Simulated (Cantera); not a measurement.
A perfectly stirred reactor is fed with CH₄ : O₂ : N₂ = 1 : 3.7 : 13.9 (molar parts), equivalence ratio 0.54, at 4.60 bar; it is adiabatic with a 300 K inlet, and is followed from long to short residence time, starting on the burning branch (τ in s: 0.14, 0.047, 0.016, 0.0051, 0.0017, 0.00057, 0.00019, 6.2e-05, 2.1e-05, 6.9e-06).

Cantera simulation using GRI-Mech 3.0 (53 species, 325 reactions); the numbers are that mechanism's predictions, not measurements.

Task: What does this change do: pressure from 4.60 bar to 1.00 bar?

Result: 
```tsv
quantity	before	after
blow-out, bracketed by the residence times tried	burning at 5.10 ms, out at 1.70 ms	burning at 1.70 ms, out at 0.570 ms
x(CH₄) at τ = 0.140 s	1.55e-5	1.93e-5
x(O₂) at τ = 0.140 s	0.0915	0.0914
x(O) at τ = 0.140 s	7.43e-6	6.70e-5
x(CO₂) at τ = 0.140 s	0.0536	0.0534
x(H) at τ = 0.140 s	3.93e-7	6.27e-6
x(CH₄) at τ = 0.570 ms	0.0538	0.0538
x(O₂) at τ = 0.570 ms	0.199	0.199
x(O) at τ = 0.570 ms	<1e-12	<1e-12
x(CO₂) at τ = 0.570 ms	<1e-12	<1e-12
x(H) at τ = 0.570 ms	<1e-12	<1e-12
```

Task: What does this change do: O2 3.7 to 2.7 parts?

Result: 
```tsv
quantity	before	after
blow-out, bracketed by the residence times tried	burning at 5.10 ms, out at 1.70 ms	burning at 1.70 ms, out at 0.570 ms
x(CH₄) at τ = 0.140 s	1.55e-5	1.13e-5
x(O₂) at τ = 0.140 s	0.0915	0.0398
x(O) at τ = 0.140 s	7.43e-6	1.04e-5
x(CO₂) at τ = 0.140 s	0.0536	0.0567
x(H) at τ = 0.140 s	3.93e-7	1.16e-6
x(CH₄) at τ = 0.570 ms	0.0538	0.0568
x(O₂) at τ = 0.570 ms	0.199	0.153
x(O) at τ = 0.570 ms	<1e-12	<1e-12
x(CO₂) at τ = 0.570 ms	<1e-12	<1e-12
x(H) at τ = 0.570 ms	<1e-12	<1e-12
```
